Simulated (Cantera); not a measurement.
**c-C₄F₈ + HCl (fluorocarbon and chlorocarbon gases)**

Charge: 1 mol c-C₄F₈, 1.1 mol HCl, at 1300 Pa.

Method: chemical equilibrium by Gibbs-energy minimisation in Cantera with the NASA 1993 tables (ideal gas, pure condensed phases). Candidate condensed phases: C, C₆H₆, C₇H₈, C₈H₁₈; 118 gas species. The feed counts by its element totals alone. Condensed phases not in the tables: fluorocarbon polymer. Gases not in the tables: C₂F₆ and larger saturated fluorocarbons. Equilibrium is a limit: real reactors are often held back by kinetics, nucleation or transport.

```
T (K)   x CF₄     x HCl     x CF₂    x HF      x Cl       x F     x Cl₂   x CClF₃  n C(graphite)
-----  ------  --------  --------  ------  --------  --------  --------  --------  -------------
723     0.618     0.298    <1e-12  0.0534   1.69e-6    <1e-12    0.0222   0.00849           2.03
923     0.580     0.201  2.11e-10   0.142  0.000250  5.88e-12    0.0653    0.0109           2.10
1123    0.546     0.115   1.45e-7   0.221   0.00560   8.83e-9     0.102    0.0113           2.17
1323    0.517    0.0604   1.34e-5   0.264    0.0432   1.46e-6     0.105    0.0100           2.22
1523    0.479    0.0265  0.000364   0.278     0.148   6.25e-5    0.0615   0.00677           2.24
1723    0.446   0.00863   0.00450   0.278     0.242   0.00112    0.0162   0.00315           2.26
1923    0.410   0.00260    0.0322   0.272     0.265    0.0109   0.00309   0.00125           2.22
2123    0.296  0.000825     0.139   0.246     0.244    0.0653  0.000587  0.000414           2.03
2323   0.0894  0.000281     0.289   0.190     0.190     0.227  0.000102   6.90e-5           1.74
```
x: gas mole fraction; n: condensed amount in mol.

From 723 K to 2323 K the condensed part is C(graphite). The main C-bearing gas is CF₄ at 723 K and CF₂ at 2323 K. The share of C in condensed phases is highest at 1723 K (56.4 %) and lowest at 2323 K (43.4 %).
